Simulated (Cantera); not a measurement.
What does this Cantera script print?

```python
import numpy as np
import cantera as ct

gas = ct.Solution("gri30.yaml")
gas.TPX = 1623, 21000, {'CH4': 1, 'H2': 0.36, 'O2': 1.68, 'N2': 6.31}
reactor = ct.IdealGasReactor(gas, energy="on", clone=False)
net = ct.ReactorNet([reactor])
net.rtol, net.atol = 1e-08, 1e-16
show = ['CH4', 'H2', 'O2', 'CH2CO', 'OH', 'C2H2']
times = np.geomspace(1e-06, 0.7, 14)

steps = ct.SolutionArray(gas, extra=["t"])
rows = []
print(f"{'t/s':>10s}{'T/K':>9s}{'P/Pa':>11s}" + "".join(f"{s:>11s}" for s in show))
for t in times:
    while net.time < t:
        t_next = net.step()
        steps.append(gas.state, t=t_next)
    rows.append([np.interp(t, steps.t, y) for y in (steps.T, steps.P, *steps(*show).X.T)])
    print(f"{t:10.3e}{rows[-1][0]:9.1f}{rows[-1][1]:11.4g}" + "".join(f"{x:11.3e}" for x in rows[-1][2:]))
rate = np.gradient(steps.T, steps.t)
print("integrator steps:", len(steps.t))
if steps.T.max() > steps.T[0] + 200:
    print(f"time of steepest temperature rise: {steps.t[rate.argmax()]:.4e} s")
gas.TPX = 1623, 21000, {'CH4': 1, 'H2': 0.36, 'O2': 1.68, 'N2': 6.31}
gas.equilibrate("UV")
print(f"equilibrium (UV): T = {gas.T:.1f} K  " + "  ".join(f"{s} {gas[s].X[0]:.3e}" for s in show))
```

Output:

```
       t/s      T/K       P/Pa        CH4         H2         O2      CH2CO         OH       C2H2
 1.000e-06   1623.0    2.1e+04  1.070e-01  3.850e-02  1.797e-01  1.007e-23  1.044e-08  5.324e-21
 2.816e-06   1623.0    2.1e+04  1.070e-01  3.850e-02  1.797e-01  5.952e-21  4.228e-08  8.115e-19
 7.930e-06   1623.0    2.1e+04  1.069e-01  3.850e-02  1.797e-01  4.308e-18  8.657e-08  1.815e-16
 2.233e-05   1623.0    2.1e+04  1.069e-01  3.850e-02  1.797e-01  1.739e-15  1.522e-07  3.290e-14
 6.288e-05   1622.9    2.1e+04  1.069e-01  3.850e-02  1.797e-01  6.488e-13  4.056e-07  4.706e-12
 1.771e-04   1622.9    2.1e+04  1.067e-01  3.846e-02  1.796e-01  7.185e-10  2.163e-06  1.223e-09
 4.986e-04   1660.9  2.154e+04  9.628e-02  3.935e-02  1.728e-01  2.962e-05  7.836e-05  1.497e-05
 1.404e-03   2823.0  3.982e+04  1.115e-14  5.564e-02  1.034e-02  8.685e-17  2.563e-02  2.999e-17
 3.954e-03   2820.5  3.977e+04  1.251e-14  5.655e-02  9.450e-03  9.398e-17  2.467e-02  3.336e-17
 1.113e-02   2819.6  3.975e+04  1.267e-14  5.671e-02  9.319e-03  9.468e-17  2.452e-02  3.371e-17
 3.135e-02   2819.6  3.975e+04  1.267e-14  5.671e-02  9.318e-03  9.468e-17  2.452e-02  3.371e-17
 8.828e-02   2819.6  3.975e+04  1.267e-14  5.671e-02  9.318e-03  9.468e-17  2.452e-02  3.371e-17
 2.486e-01   2819.6  3.975e+04  1.267e-14  5.671e-02  9.318e-03  9.468e-17  2.452e-02  3.371e-17
 7.000e-01   2819.6  3.975e+04  1.267e-14  5.671e-02  9.318e-03  9.468e-17  2.452e-02  3.371e-17
integrator steps: 1562
time of steepest temperature rise: 6.3444e-04 s
equilibrium (UV): T = 2819.6 K  CH4 1.619e-14  H2 5.671e-02  O2 9.318e-03  CH2CO 1.028e-16  OH 2.452e-02  C2H2 3.561e-17
```

Model: GRI-Mech 3.0 (53 species, 325 reactions), integrated in Cantera.
